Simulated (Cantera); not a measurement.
Charge: 1 mol CCl4, 0.46 mol H2, equilibrated at 50.3 Torr.

These are equilibrium values from Cantera (NASA tables, ideal gas, pure condensed phases), not measurements of a reactor. Candidate condensed phases: C, C6H6, C7H8, C8H18; 91 gas species. The tables' values for CCl are old estimates; treat these amounts as uncertain. Rates play no part.

Task: At 3223 K, list the 7 most abundant gas species with their mole fractions, and the condensed phases.

Result: Cl 0.760, H 0.0950, HCl 0.0805, C3 0.0423, H2 0.00677, C 0.00544, C2 0.00449. Condensed: C(graphite).
